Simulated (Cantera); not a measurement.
A freely propagating, adiabatic, planar premixed flame of H₂ : O₂ : N₂ = 1 : 0.25 : 0.94 (molar parts), equivalence ratio 2.0, unburnt at 375 K and 5.00 bar; mixture-averaged transport, grid criteria slope 0.08 and curve 0.16, no radiation.

Computed with Cantera and the H2/O2 subset of GRI-Mech 3.0, which has no nitrogen chemistry. The hydrogen kinetics of GRI-Mech 3.0 are dated; newer H2 mechanisms differ, most at raised pressure. Burning velocities carry a grid error of a few per cent, more on coarse grids.

x: mole fraction of selected species; z is measured from the peak of heat release.

```tsv
z (mm)	T (K)	u (m/s)	x H₂	x O₂	x H	x O	x H₂O₂	x H₂O
-0.143	375	4.01	0.457	0.114	<1e-8	<1e-8	<1e-8	<1e-8
-0.0956	375	4.01	0.457	0.114	<1e-8	<1e-8	<1e-8	3.56e-8
-0.0717	375	4.01	0.456	0.114	<1e-8	<1e-8	<1e-8	4.23e-7
-0.0478	377	4.03	0.455	0.114	<1e-8	(withheld)	1.50e-7	1.46e-5
-0.0239	459	4.79	0.439	0.116	1.44e-5	(withheld)	3.78e-5	0.00289
-0.0119	793	7.98	0.400	0.107	0.00242	(withheld)	0.000118	0.0323
0	1208	11.9	0.341	0.0803	0.0146	(withheld)	4.25e-5	0.0951
0.0119	1501	14.6	0.285	0.0442	0.0307	(withheld)	5.37e-6	0.165
0.0239	1666	16.2	0.251	0.0191	0.0403	(withheld)	1.97e-6	0.213
0.0478	1807	17.5	0.233	0.00309	0.0412	(withheld)	8.26e-7	0.244
0.0956	1910	18.4	0.236	0.000261	0.0317	(withheld)	3.73e-7	0.251
0.191	1994	19.0	0.242	6.80e-5	0.0210	(withheld)	1.79e-7	0.254
0.382	2055	19.5	0.247	2.64e-5	0.0128	(withheld)	7.95e-8	0.256
```

Fill in the missing entries.


- -0.0478, x O: 4.80e-8
- -0.0239, x O: 6.19e-6
- -0.0119, x O: 0.000174
- 0, x O: 0.00101
- 0.0119, x O: 0.00178
- 0.0239, x O: 0.00143
- 0.0478, x O: 0.000607
- 0.0956, x O: 0.000292
- 0.191, x O: 0.000139
- 0.382, x O: 5.45e-5
